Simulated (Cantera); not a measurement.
What does this Cantera script print?

```python
import numpy as np
import cantera as ct

gas = ct.Solution("h2o2.yaml")
gas.TPX = 723, 101325, {'H2': 1, 'O2': 0.562, 'N2': 2.11}
flame = ct.FreeFlame(gas, width=0.04)
flame.set_refine_criteria(ratio=3, slope=0.08, curve=0.16)
flame.transport_model = "mixture-averaged"
flame.solve(loglevel=0, auto=True)
z, T = flame.grid, flame.T
thick = (T[-1] - T[0]) / np.gradient(T, z).max()
show = ['H2', 'O2', 'H2O', 'H2O2', 'OH', 'H']
print(f"laminar burning velocity  {flame.velocity[0] * 100:.3f} cm/s")
print(f"burnt temperature         {T[-1]:.1f} K")
print(f"thermal thickness         {thick * 1e3:.4f} mm")
print(f"grid points               {len(z)}")
z0 = z[flame.heat_release_rate.argmax()]
print(f"{'z/mm':>9s}{'T/K':>9s}{'u/(m/s)':>9s}" + "".join(f"{s:>11s}" for s in show))
rows = []
for k in (-3, -2, -1.5, -1, -0.5, -0.25, 0, 0.25, 0.5, 1, 2, 4, 8):
    zz = z0 + k * thick
    rows.append([k * thick, np.interp(zz, z, T), np.interp(zz, z, flame.velocity),
                 *(np.interp(zz, z, flame.X[gas.species_index(s)]) for s in show)])
    print(f"{rows[-1][0] * 1e3:9.3f}{rows[-1][1]:9.1f}{rows[-1][2]:9.3f}" + "".join(f"{x:11.3e}" for x in rows[-1][3:]))
```

It prints:

```
laminar burning velocity  1002.624 cm/s
burnt temperature         2519.8 K
thermal thickness         0.5021 mm
grid points               137
     z/mm      T/K  u/(m/s)         H2         O2        H2O       H2O2         OH          H
   -1.506    723.0   10.026  2.723e-01  1.531e-01  7.497e-13  1.065e-12  6.749e-17  8.424e-15
   -1.004    723.0   10.026  2.723e-01  1.531e-01  1.337e-11  1.090e-12  5.301e-14  7.046e-12
   -0.753    723.0   10.026  2.723e-01  1.531e-01  7.927e-10  2.431e-12  7.013e-12  1.036e-09
   -0.502    723.0   10.026  2.723e-01  1.531e-01  7.933e-08  2.267e-10  1.243e-09  1.966e-07
   -0.251    732.6   10.135  2.699e-01  1.530e-01  5.477e-04  1.427e-06  4.089e-05  2.606e-04
   -0.126    874.7   11.901  2.431e-01  1.492e-01  1.424e-02  6.136e-06  6.852e-04  6.467e-03
    0.000   1282.9   16.884  1.335e-01  1.068e-01  1.031e-01  5.506e-06  4.913e-03  4.053e-02
    0.126   1591.2   20.640  5.269e-02  5.342e-02  1.944e-01  2.927e-06  1.244e-02  5.763e-02
    0.251   1739.6   22.382  4.087e-02  4.180e-02  2.147e-01  1.676e-06  1.602e-02  5.101e-02
    0.502   1900.7   24.192  3.852e-02  3.731e-02  2.263e-01  8.982e-07  1.882e-02  3.877e-02
    1.004   2067.5   25.997  3.508e-02  3.347e-02  2.392e-01  5.178e-07  2.056e-02  2.671e-02
    2.008   2226.6   27.658  2.956e-02  2.972e-02  2.539e-01  3.467e-07  2.072e-02  1.661e-02
    4.017   2364.3   29.051  2.278e-02  2.634e-02  2.687e-01  2.789e-07  1.923e-02  9.287e-03
```

Computed with Cantera and the H2/O2 subset of GRI-Mech 3.0, which has no nitrogen chemistry. Burning velocities carry a grid error of a few per cent, more on coarse grids.
